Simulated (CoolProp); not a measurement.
200 sccm (0 °C, 1 atm) of nitrogen bubbles through liquid dimethyl carbonate at 326.6 K and leaves saturated at a total pressure of 0.15 MPa (ideal gas phase). Each further row changes one setting.

Computed with CoolProp (reference Helmholtz-energy equation of state, Zhou 2011).

```csv
case,vapour pressure (kPa),mole fraction of vapour,delivery (mg/min),delivery (sccm),change of delivery for a bath 1 K warmer (%)
as stated,26.9,0.179,175,43.6,5.1
bath temperature 331.6 K,32.9,0.219,226,56.1,5.2
total pressure 0.3 MPa,26.9,0.0895,79.1,19.7,4.6
```
